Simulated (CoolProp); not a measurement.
Properties of o-xylene along the isotherm 293.15 °C.

Values from CoolProp's reference Helmholtz-energy equation of state, Zhou 2012.

```csv
p (MPa),phase,Joule-Thomson coefficient (K/MPa),isothermal compressibility (1/MPa),expansivity (1/kK),conductivity (mW/(m K)),fugacity coefficient
3.4,liquid,0.3833,0.01307,2.911,77.6,0.4012
6.8,liquid,0.1572,0.008626,2.235,80.4,0.2275
10.2,liquid,0.04082,(withheld),1.888,82.8,0.1714
13.6,liquid,-0.03233,0.005339,1.668,85.1,0.1448
17,liquid,-0.08334,0.004527,1.512,87.1,0.1303
20.4,liquid,-0.1213,(withheld),1.394,89.0,(withheld)
23.8,liquid,-0.1507,0.003503,1.300,90.9,0.1171
27.2,liquid,-0.1743,0.003157,1.224,92.6,0.1146
30.6,liquid,-0.1937,0.002877,1.160,94.3,0.1139
34,liquid,-0.2100,0.002645,1.105,95.9,0.1145
37.4,liquid,-0.2238,0.002451,1.057,97.5,0.1161
```

Q: Fill in the missing entries.

A: 
- 10.2, isothermal compressibility (1/MPa): 0.006558
- 20.4, isothermal compressibility (1/MPa): 0.003944
- 20.4, fugacity coefficient: 0.1219

Thermal conductivity comes from a separate model (Mylona 2014).
